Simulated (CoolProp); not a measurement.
Saturation properties of hydrogen chloride.

The numbers come from the reference Helmholtz-energy equation of state, Thol 2018 in CoolProp.

```
T (K)  p (bar)  liquid density (kg/m³)  vapour density (kg/m³)  enthalpy of vaporisation (kJ/kg)
-----  -------  ----------------------  ----------------------  --------------------------------
195      1.471                    1168                   3.438                             436.3
205.9    2.521                    1140                   5.679                                 …
216.8    4.075                    1111                   8.911                             409.9
227.7    6.272                       …                       …                             394.9
238.6    9.262                    1048                   19.53                             378.4
249.5    13.21                       …                   27.70                             360.0
260.4    18.28                   975.8                   38.51                             339.4
271.3    24.66                   935.1                   52.84                             315.9
282.3    32.65                   889.2                   72.26                             288.3
293.2    42.32                   836.6                   98.83                             255.4
304.1    54.03                   772.3                   137.8                             213.7
```

What belongs in the gaps?


- 205.9, enthalpy of vaporisation (kJ/kg): 423.7
- 227.7, liquid density (kg/m³): 1080
- 227.7, vapour density (kg/m³): 13.41
- 249.5, liquid density (kg/m³): 1013

It boils at 188.2 K under 1 atm.
